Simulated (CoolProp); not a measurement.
R134a along the isotherm 450.9 K: density (kg/m³) from the reference equation and from simpler models built on Tc = 374.2 K, pc = 4059 kPa, ω = 0.327; each cubic takes its own stable root.

Model: reference Helmholtz-energy equation of state, Tillner-Roth 1994, in CoolProp.

```csv
p (kPa),phase,reference
185,gas,5.076
369,gas,10.21
554,gas,15.46
738,gas,20.76
923,gas,26.19
1110,gas,31.78
1290,gas,37.25
1480,gas,43.14
1660,gas,48.82
1850,gas,54.93
2030,gas,60.83
```

Question: How far does each simpler model (ideal gas, van der Waals, Redlich-Kwong, Peng-Robinson) lie from the reference over these 11 states: mean and median of the absolute difference, and the worst?

Answer: 
- ideal gas: mean 5.0 %, median 4.9 %, worst -9.2 % at 450.9 K and 2030 kPa
- van der Waals: mean 0.4 %, median 0.4 %, worst +1.0 % at 450.9 K and 2030 kPa
- Redlich-Kwong: mean 0.6 %, median 0.6 %, worst +1.1 % at 450.9 K and 2030 kPa
- Peng-Robinson: mean 0.6 %, median 0.6 %, worst +1.0 % at 450.9 K and 2030 kPa
